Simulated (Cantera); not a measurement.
## Thermodynamics of iron carbonyl, mercury and lead vapours, feed PbO + H2 + CO

Charge: 1 mol PbO, 0.48 mol H2, 2.1 mol CO, equilibrated at 1 atm.

These are equilibrium values from Cantera (NASA tables, ideal gas, pure condensed phases), not measurements of a reactor. Candidate condensed phases: C, C6H6, C7H8, C8H18, H2O, Pb, PbO, PbO2, Pb3O4; 113 gas species. Gases not in the tables: (PbO)n polymers. Kinetics and transport are ignored.

| T (°C) | x CO2 | x CO | x H2O | x H2 | x Pb | n C(graphite) | n Pb(l) |
|---|---|---|---|---|---|---|---|
| 500 | 0.704 | 0.0533 | 0.168 | 0.0654 | 2.28e-8 | 0.642 | 1.00 |
| 600 | 0.561 | 0.221 | 0.104 | 0.109 | 6.28e-7 | 0.413 | 1.000 |
| 700 | 0.335 | 0.480 | 0.0554 | 0.128 | 8.63e-6 | 0 | 1.000 |
| 800 | 0.318 | 0.495 | 0.0692 | 0.117 | 7.21e-5 | 0 | 1.000 |
| 900 | 0.307 | 0.507 | 0.0809 | 0.105 | 0.000416 | 0 | 0.999 |
| 1000 | 0.296 | 0.516 | 0.0905 | 0.0952 | 0.00181 | 0 | 0.995 |
| 1100 | 0.287 | 0.522 | 0.0982 | 0.0867 | 0.00633 | 0 | 0.984 |
| 1200 | 0.277 | 0.522 | 0.104 | 0.0790 | 0.0186 | 0 | 0.951 |
| 1300 | 0.263 | 0.512 | 0.106 | 0.0713 | 0.0474 | 0 | 0.871 |
| 1400 | 0.242 | 0.484 | 0.103 | 0.0625 | 0.108 | 0 | 0.687 |
x: gas mole fraction; n: condensed amount in mol.

From 500 °C to 600 °C the condensed part is C(graphite) + Pb(l). From 700 °C to 1400 °C the condensed part is Pb(l).
